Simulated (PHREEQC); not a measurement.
A PHREEQC speciation (ion-association model, phreeqc.dat) at 25 °C gives pH 4.20 and these molalities:

| species | mol/kgw |
|---|---|
| NO3- | 0.257 |
| Pb+2 | 0.0867 |
| PbNO3+ | 0.0832 |
| H+ | 8.10e-5 |
| Pb2OH+3 | 7.06e-5 |

Question: What are the element totals, and what could have been dissolved in 1 kg of water to give them?

Answer: One answer among several that fit: totals N(5) 0.340, Pb 0.170 mol/kgw, from 0.17 mol Pb(NO3)2 per kg of water.

This is a speciation only: nothing precipitates in the calculation.
